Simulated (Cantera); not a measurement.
Input: 1 mol Si3N4, 0.24 mol CO2, 200 mol H2, 0.11 mol O2, at 2098 K and 97.5 Torr.

Equilibrium computed with Cantera from the NASA thermochemical tables; the gas is ideal and each condensed phase is pure. Candidate condensed phases: C, C6H6, C7H8, C8H18, H2O, Si, SiC, SiO2, Si2N2O, Si3N4; 151 gas species. Gases not in the tables: Si2H6 and higher silanes. Equilibrium is a limit: real reactors are often held back by kinetics, nucleation or transport.

Base state: H2 0.977, N2 0.00974, H 0.00844, SiO 0.00244, Si 0.00100, CO 0.000996, SiH 0.000195, SiH2 0.000176 (mole fractions); condensed: Si(l).

What changes in the equilibrium state with this change: temperature from 2098 K to 1223 K?


| species | before | after |
|---|---|---|
| H2 | 0.977 | 0.998 |
| N2 | 0.00974 | 0.00147 |
| CH4 | 2.51e-6 | 0.000743 |
| H | 0.00844 | 8.33e-7 |
| SiO | 0.00244 | <1e-9 |
| Si | 0.00100 | <1e-9 |
| SiH | 0.000195 | <1e-9 |
| Si(l), mol | 2.20 | 0 |
| SiC(s), mol | 0 | 0.0910 |
| Si2N2O(s), mol | 0 | 0.700 |
| Si3N4(s), mol | 0 | 0.503 |
Mutual solubility and eutectic melting of coexisting phases are not modelled.
